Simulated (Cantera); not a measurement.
Cantera run:

```python
import numpy as np
import cantera as ct

gas_names = """
    NO VO2 N
""".split()
cond_names = """
    V2O3(s) V2O3(L)
""".split()


# ... load() reads the species with a 1 bar reference pressure and builds the phases ...
species = {s.name: s for s in load("nasa_gas.yaml", gas_names) + load("nasa_condensed.yaml", cond_names)}
# Each term lists the table entries of one substance; the one whose range holds T is used.
reactions = {
    'NO(g) + V2O3 = 2 VO2(g) + N(g)':
        [(-1, ['NO']), (-1, ['V2O3(s)', 'V2O3(L)']), (2, ['VO2']), (1, ['N'])],
}


def pick(names, T):
    return next(species[n] for n in names if species[n].thermo.min_temp <= T <= species[n].thermo.max_temp)


results = []
for label, terms in reactions.items():
    print(label)
    print("     T/K   dH/kJ  dS/(J/K)   dG/kJ   log10 K")
    for T in [300, 2523, 2623, 2723, 2823, 2923]:
        used = [(nu, pick(names, T)) for nu, names in terms]
        dH = sum(nu * s.thermo.h(T) for nu, s in used) / 1e6
        dS = sum(nu * s.thermo.s(T) for nu, s in used) / 1e3
        dG = dH - T * dS / 1e3
        logK = -dG * 1e6 / (ct.gas_constant * T * np.log(10))
        results.append((label, T, dH, dS, dG, logK, [s.name for _, s in used]))
        print(f"{T:8g} {dH:8.1f} {dS:8.1f} {dG:8.1f} {logK:8.2f}")
```

It prints:

```
NO(g) + V2O3 = 2 VO2(g) + N(g)
     T/K   dH/kJ  dS/(J/K)   dG/kJ   log10 K
     300   1134.9    374.8   1022.5  -178.02
    2523    903.2    232.2    317.4    -6.57
    2623    897.4    229.9    294.3    -5.86
    2723    891.6    227.8    271.4    -5.21
    2823    885.9    225.7    248.7    -4.60
    2923    880.1    223.7    226.2    -4.04
```

Cantera with NASA thermochemical tables; ideal gases at 1 bar, condensed phases pure. Condensed species are held in their standard states even where they would react or evaporate.
